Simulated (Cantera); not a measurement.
Charge: 1 mol CH3Cl, 0.38 mol F2, 15 mol H2, at 2452 °C and 10.0 mbar.

Equilibrium computed with Cantera from the NASA thermochemical tables; the gas is ideal and each condensed phase is pure. Candidate condensed phases: C, C6H6, C7H8, C8H18; 118 gas species. Rates play no part.

Base state: H2 0.476, H 0.430, HF 0.0337, HCl 0.0273, Cl 0.0172, C2H2 (acetylene) 0.0123, C2H 0.00123, C3 0.00122 (mole fractions); condensed: C(graphite).

**Question.** What changes in the equilibrium state with this change: CH3Cl replaced by CH2F2?

**Answer.** 
```json
[
 {"species": "H2", "before": "0.476", "after": "0.444"},
 {"species": "H", "before": "0.430", "after": "0.416"},
 {"species": "HF", "before": "0.0337", "after": "0.125"},
 {"species": "HCl", "before": "0.0273", "after": "0"},
 {"species": "Cl", "before": "0.0172", "after": "0"},
 {"species": "C2H2 (acetylene)", "before": "0.0123", "after": "0.0115"},
 {"species": "C2HCl", "before": "1.13e-5", "after": "0"},
 {"species": "CF", "before": "6.70e-6", "after": "2.57e-5"},
 {"species": "F", "before": "0.000109", "after": "0.000418"},
 {"species": "C(graphite), mol", "before": "0.284", "after": "0.337"}
]
```
